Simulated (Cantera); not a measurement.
A closed system holds: 1 mol MgCl2, 100 mol N2, at 1025 K and 75.0 Torr.

Cantera equilibrium calculation (NASA polynomials, part measured and part estimated; ideal gas, pure solids and liquids). Candidate condensed phases: Mg, MgCl2; 9 gas species. Kinetics and transport are ignored.

Base state: N2 0.997, MgCl2 0.00334 (mole fractions); condensed: MgCl2(l).

Problem. What changes in the equilibrium state with this change: temperature from 1025 K to 2073.15 K?

Solution. 
```csv
species,before,after
N2,0.997,0.989
MgCl2,0.00334,0.00909
Cl,<1e-9,0.00142
Mg,<1e-9,0.000623
MgCl,<1e-9,0.000173
"MgCl2(l), mol",0.665,0
```
